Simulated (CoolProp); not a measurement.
Diethyl ether along the isotherm 13.05 °C: fugacity coefficient from the reference equation and from simpler models built on Tc = 194.7 °C, pc = 3.717 MPa, ω = 0.282; each cubic takes its own stable root.

The numbers come from the reference Helmholtz-energy equation of state, Thol 2014 in CoolProp.

```
p (MPa)   phase  reference
-------  ------  ---------
0.0176      gas     0.9901
0.0362      gas     0.9794
0.0744   liquid     0.5805
0.153    liquid     0.2832
0.314    liquid     0.1390
0.644    liquid    0.06873
1.32     liquid    0.03453
2.72     liquid    0.01780
5.58     liquid   0.009806
```

### Question
How far does each simpler model (van der Waals, Redlich-Kwong, Soave-Redlich-Kwong, Peng-Robinson) lie from the reference over these 9 states: mean and median of the absolute difference, and the worst?

### Answer
- van der Waals: mean 408.0 %, median 563.3 %, worst +767.7 % at 13.05 °C and 5.58 MPa
- Redlich-Kwong: mean 80.9 %, median 108.1 %, worst +114.3 % at 13.05 °C and 5.58 MPa
- Soave-Redlich-Kwong: mean 0.6 %, median 0.6 %, worst +1.4 % at 13.05 °C and 5.58 MPa
- Peng-Robinson: mean 0.7 %, median 0.8 %, worst +1.0 % at 13.05 °C and 0.0744 MPa

At some of these states van der Waals, Redlich-Kwong gives the other phase, because its saturation line lies elsewhere.
